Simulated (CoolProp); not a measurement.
Aqueous methanol as a coolant, 44 % by mass, freezing at -44.7 °C, 1 atm.

Computed with CoolProp (Melinder's fits for secondary coolants).

| T (°C) | conductivity (W/(m K)) | Prandtl number | density (kg/m³) | viscosity (mPa s) |
|---|---|---|---|---|
| -42.8 | 0.345 | 278 | 962.0 | 31.6 |
| -34.2 | 0.348 | 166 | 957.7 | 18.3 |
| -25.6 | 0.351 | 105 | 953.3 | 11.2 |
| -17.1 | 0.354 | 70.1 | 948.7 | 7.32 |
| -8.5 | 0.358 | 48.6 | 944.0 | 4.98 |
| 0.1 | 0.361 | 35.1 | 939.2 | 3.53 |
| 8.7 | 0.364 | 26.1 | 934.1 | 2.60 |
| 17.3 | 0.368 | 20.0 | 928.9 | 1.97 |
| 25.9 | 0.371 | 15.6 | 923.6 | 1.54 |
| 34.5 | 0.375 | 12.4 | 918.1 | 1.22 |
